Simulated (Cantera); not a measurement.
A closed system holds: 1 mol CuO, 30 mol HF, 96 mol N₂, equilibrated at 81.0 mbar.

Equilibrium computed with Cantera from the NASA thermochemical tables; the gas is ideal and each condensed phase is pure. Candidate condensed phases: Cu, CuF₂, CuO, Cu(OH)₂, Cu₂O, H₂O; 45 gas species. Kinetics and transport are ignored. All values below are at 702 °C.

Base state: N₂ 0.761, HF 0.238, O₂ 0.000699, H₂O 5.25e-5, CuF₂ 4.71e-5, CuF 1.06e-5 (mole fractions); condensed: CuO(s) + Cu₂O(s).

What changes in the equilibrium state with this change: pressure from 81.0 mbar to 10.0 mbar?


```tsv
species	before	after
N₂	0.761	0.760
HF	0.238	0.238
O₂	0.000699	0.00197
CuF₂	4.71e-5	3.66e-5
CuF	1.06e-5	3.04e-5
H₂O	5.25e-5	5.18e-5
CuO(s), mol	0.641	0
Cu₂O(s), mol	0.176	0.496
```
